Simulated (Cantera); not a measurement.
Charge: 1 mol (CH₃)₂SiCl₂, 0.015 mol CH₄, 520 mol H₂, 0.042 mol C₃H₈, at 0.0370 bar.

These are equilibrium values from Cantera (NASA tables, ideal gas, pure condensed phases), not measurements of a reactor. Candidate condensed phases: C, C₆H₆, C₇H₈, C₈H₁₈, Si, SiC; 109 gas species. The feed counts by its element totals alone. The tables' values for SiCl are old estimates; treat these amounts as uncertain. Gases not in the tables: Si₂H₆ and higher silanes. The numbers say what is thermodynamically allowed, not how fast it happens.

log p: log10 of the partial pressure in bar; n: condensed amount in mol.

| T (K) | log p H₂ | log p H | log p HCl | log p C₂H₂ (acetylene) | log p Si | log p Cl | n C(graphite) | n SiC(s) |
|---|---|---|---|---|---|---|---|---|
| 1773 | -1.43 | -4.26 | -3.85 | -5.29 | -7.34 | ___ | 0.980 | 0.998 |
| 1873 | -1.44 | -3.91 | -3.85 | -4.94 | -6.53 | ___ | 0.810 | 0.993 |
| 1973 | -1.44 | -3.59 | -3.85 | -4.63 | -5.81 | ___ | 0.493 | 0.969 |
| 2073 | -1.44 | -3.30 | -3.86 | -4.36 | -5.15 | ___ | 0 | 0.865 |
| 2173 | -1.45 | -3.04 | -3.87 | -4.24 | -4.49 | ___ | 0 | 0.386 |
| 2273 | -1.45 | -2.80 | -3.88 | -4.16 | -4.25 | ___ | 0 | 0 |
| 2373 | -1.47 | -2.59 | -3.89 | -4.16 | -4.23 | ___ | 0 | 0 |

Task: Complete the blanks.

Result: 
- 1773, log p Cl: -6.79
- 1873, log p Cl: -6.45
- 1973, log p Cl: -6.13
- 2073, log p Cl: -5.85
- 2173, log p Cl: -5.60
- 2273, log p Cl: -5.37
- 2373, log p Cl: -5.16
